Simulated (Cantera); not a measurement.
Charge: 1 mol SiHCl₃, 200 mol H₂, 2.2 mol HCl, equilibrated at 0.0100 bar.

Method: chemical equilibrium by Gibbs-energy minimisation in Cantera with the NASA 1993 tables (ideal gas, pure condensed phases). Candidate condensed phases: Si; 19 gas species. The tables' values for SiCl₃ are old estimates; treat these amounts as uncertain. Rates play no part.

x: gas mole fraction; n: condensed amount in mol.

```
T (°C)   x H₂       x HCl     x SiCl₄     x SiCl₂    x SiHCl₃   x SiCl₃         x H     n Si(s)
------  -----  ----------  ----------  ----------  ----------  --------  ----------  ----------
575     0.988     0.00689     0.00396     4.67e-6    0.000921   1.60e-5    1.89e-10           0
675     0.986  (withheld)  (withheld)  (withheld)  (withheld)  0.000111  (withheld)  (withheld)
775     0.980      0.0178     0.00103    0.000602    0.000582  0.000184     7.65e-8       0.503
875     0.977      0.0220    0.000145     0.00108    0.000130  0.000119     7.08e-7       0.695
975     0.976      0.0225  (withheld)  (withheld)  (withheld)   5.30e-5  (withheld)       0.713
1075    0.976      0.0225     2.08e-6     0.00145     5.13e-6   2.45e-5     2.29e-5       0.697
1175    0.976      0.0223     3.64e-7     0.00157     1.36e-6   1.25e-5     9.11e-5       0.677
```

Q: Complete the blanks.

A: 
- 975, x SiCl₄: 1.55e-5
- 975, x SiCl₂: 0.00131
- 975, x SiHCl₃: 2.36e-5
- 975, x H: 4.61e-6
- 675, x HCl: 0.00976
- 675, x SiCl₄: 0.00281
- 675, x SiCl₂: 0.000147
- 675, x SiHCl₃: 0.00128
- 675, x H: 5.21e-9
- 675, n Si(s): 0.105
